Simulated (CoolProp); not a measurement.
Vapour pressure (MPa) of n-dodecane: the reference equation beside estimates from Tc = 658.1 K, pc = 1.818 MPa, ω = 0.574.

The numbers come from the reference Helmholtz-energy equation of state, Lemmon 2004 in CoolProp. It is a short technical equation, of lower accuracy than the large ones.

| T (K) | reference | Redlich-Kwong | Peng-Robinson |
|---|---|---|---|
| 459.9 | [?] | [?] | 0.04830 |
| 470.1 | [?] | 0.1881 | [?] |
| 480.3 | 0.08110 | 0.2238 | 0.08233 |
| 490.5 | 0.1039 | 0.2641 | 0.1054 |
| 500.7 | [?] | 0.3093 | 0.1332 |
| 510.9 | 0.1645 | 0.3596 | 0.1666 |
| 521.1 | 0.2037 | 0.4153 | [?] |
| 531.3 | [?] | 0.4768 | 0.2530 |
| 541.5 | 0.3035 | 0.5442 | 0.3076 |
| 551.7 | [?] | 0.6178 | 0.3708 |

**Question.** What belongs in the gaps?

**Answer.** 
- 459.9, reference: 0.04741
- 459.9, Redlich-Kwong: 0.1567
- 470.1, reference: 0.06246
- 470.1, Peng-Robinson: 0.06351
- 500.7, reference: 0.1315
- 521.1, Peng-Robinson: 0.2063
- 531.3, reference: 0.2498
- 551.7, reference: 0.3659

Absolute difference from the reference over all 10 rows, mean and median: Redlich-Kwong 135.9 and 126.9 %, Peng-Robinson 1.4 and 1.3 %.
